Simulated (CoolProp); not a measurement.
Vapour-liquid equilibrium of n-heptane (1) + ethylbenzene (2) at 189.35 °C; x and y are mole fractions of (1).

Values from CoolProp's multi-fluid Helmholtz-energy mixture model, Span 2003 and Zhou 2012; pair parameters Bell 2016.

```json
[
 {"x": "0.05", "bubble pressure (MPa)": "0.3803", "y at the bubble point": "0.116", "dew pressure at overall composition x (MPa)": "0.3625", "liquid density (mol/L)": "6.548"},
 {"x": "0.15", "bubble pressure (MPa)": "0.4368", "y at the bubble point": "0.295", "dew pressure at overall composition x (MPa)": "0.3900", "liquid density (mol/L)": "6.380"},
 {"x": "0.25", "bubble pressure (MPa)": "0.4886", "y at the bubble point": "0.428", "dew pressure at overall composition x (MPa)": "___", "liquid density (mol/L)": "___"},
 {"x": "0.35", "bubble pressure (MPa)": "0.5369", "y at the bubble point": "0.535", "dew pressure at overall composition x (MPa)": "0.4571", "liquid density (mol/L)": "___"},
 {"x": "0.45", "bubble pressure (MPa)": "0.5826", "y at the bubble point": "0.625", "dew pressure at overall composition x (MPa)": "0.4979", "liquid density (mol/L)": "5.901"},
 {"x": "0.55", "bubble pressure (MPa)": "0.6263", "y at the bubble point": "0.703", "dew pressure at overall composition x (MPa)": "0.5442", "liquid density (mol/L)": "5.749"},
 {"x": "0.65", "bubble pressure (MPa)": "0.6686", "y at the bubble point": "___", "dew pressure at overall composition x (MPa)": "0.5963", "liquid density (mol/L)": "5.600"},
 {"x": "0.75", "bubble pressure (MPa)": "0.7102", "y at the bubble point": "0.841", "dew pressure at overall composition x (MPa)": "0.6538", "liquid density (mol/L)": "5.455"},
 {"x": "0.85", "bubble pressure (MPa)": "0.7513", "y at the bubble point": "0.906", "dew pressure at overall composition x (MPa)": "0.7156", "liquid density (mol/L)": "___"},
 {"x": "0.95", "bubble pressure (MPa)": "0.7924", "y at the bubble point": "0.969", "dew pressure at overall composition x (MPa)": "0.7803", "liquid density (mol/L)": "5.176"}
]
```

### Question
Fill in the missing entries.

### Answer

- 0.25, dew pressure at overall composition x (MPa): 0.4213
- 0.25, liquid density (mol/L): 6.217
- 0.35, liquid density (mol/L): 6.057
- 0.65, y at the bubble point: 0.775
- 0.85, liquid density (mol/L): 5.314

No azeotrope shows between x = 0.05 and 0.95.

The pair parameters rest on a limited set of measurements; away from them the model extrapolates.
